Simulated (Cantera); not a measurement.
Cantera run, input and output.

```python
import numpy as np
import cantera as ct

gas = ct.Solution("gri30.yaml")
gas.TPX = 1700, 92000, {'H2': 1, 'O2': 0.568, 'N2': 2.14, 'NO': 0.0096}
reactor = ct.IdealGasReactor(gas, energy="on", clone=False)
net = ct.ReactorNet([reactor])
net.rtol, net.atol = 1e-08, 1e-16
show = ['H2', 'O2', 'NO', 'O', 'HO2', 'H', 'OH']
times = np.geomspace(5e-06, 10, 13)

steps = ct.SolutionArray(gas, extra=["t"])
rows = []
print(f"{'t/s':>10s}{'T/K':>9s}{'P/Pa':>11s}" + "".join(f"{s:>11s}" for s in show))
for t in times:
    while net.time < t:
        t_next = net.step()
        steps.append(gas.state, t=t_next)
    rows.append([np.interp(t, steps.t, y) for y in (steps.T, steps.P, *steps(*show).X.T)])
    print(f"{t:10.3e}{rows[-1][0]:9.1f}{rows[-1][1]:11.4g}" + "".join(f"{x:11.3e}" for x in rows[-1][2:]))
rate = np.gradient(steps.T, steps.t)
print("integrator steps:", len(steps.t))
if steps.T.max() > steps.T[0] + 200:
    print(f"time of steepest temperature rise: {steps.t[rate.argmax()]:.4e} s")
gas.TPX = 1700, 92000, {'H2': 1, 'O2': 0.568, 'N2': 2.14, 'NO': 0.0096}
gas.equilibrate("UV")
print(f"equilibrium (UV): T = {gas.T:.1f} K  " + "  ".join(f"{s} {gas[s].X[0]:.3e}" for s in show))
```

It prints:

```
       t/s      T/K       P/Pa         H2         O2         NO          O        HO2          H         OH
 5.000e-06   1701.7  9.209e+04  2.652e-01  1.511e-01  2.581e-03  3.494e-04  1.998e-05  2.143e-03  3.769e-04
 1.675e-05   2186.2  1.152e+05  5.505e-02  4.162e-02  2.683e-03  3.261e-02  1.382e-05  7.895e-02  3.239e-02
 5.612e-05   2845.3  1.434e+05  4.853e-02  3.212e-02  3.335e-03  1.925e-02  1.183e-05  3.511e-02  4.257e-02
 1.880e-04   2990.1  1.491e+05  4.509e-02  2.852e-02  7.841e-03  1.527e-02  1.497e-05  2.692e-02  4.173e-02
 6.300e-04   2984.3  1.487e+05  4.580e-02  2.656e-02  1.382e-02  1.442e-02  1.405e-05  2.661e-02  4.048e-02
 2.111e-03   2983.5  1.487e+05  4.591e-02  2.627e-02  1.472e-02  1.430e-02  1.391e-05  2.656e-02  4.029e-02
 7.071e-03   2983.4  1.487e+05  4.591e-02  2.627e-02  1.472e-02  1.430e-02  1.391e-05  2.656e-02  4.029e-02
 2.369e-02   2983.4  1.487e+05  4.591e-02  2.627e-02  1.472e-02  1.430e-02  1.391e-05  2.656e-02  4.029e-02
 7.937e-02   2983.4  1.487e+05  4.591e-02  2.627e-02  1.472e-02  1.430e-02  1.391e-05  2.656e-02  4.029e-02
 2.659e-01   2983.4  1.487e+05  4.591e-02  2.627e-02  1.472e-02  1.430e-02  1.391e-05  2.656e-02  4.029e-02
 8.909e-01   2983.4  1.487e+05  4.591e-02  2.627e-02  1.472e-02  1.430e-02  1.391e-05  2.656e-02  4.029e-02
 2.985e+00   2983.4  1.487e+05  4.591e-02  2.627e-02  1.472e-02  1.430e-02  1.391e-05  2.656e-02  4.029e-02
 1.000e+01   2983.4  1.487e+05  4.591e-02  2.627e-02  1.472e-02  1.430e-02  1.391e-05  2.656e-02  4.029e-02
integrator steps: 1091
time of steepest temperature rise: 7.9562e-06 s
equilibrium (UV): T = 2983.4 K  H2 4.591e-02  O2 2.627e-02  NO 1.472e-02  O 1.430e-02  HO2 1.391e-05  H 2.656e-02  OH 4.029e-02
```

Computed with Cantera and GRI-Mech 3.0 (53 species, 325 reactions).
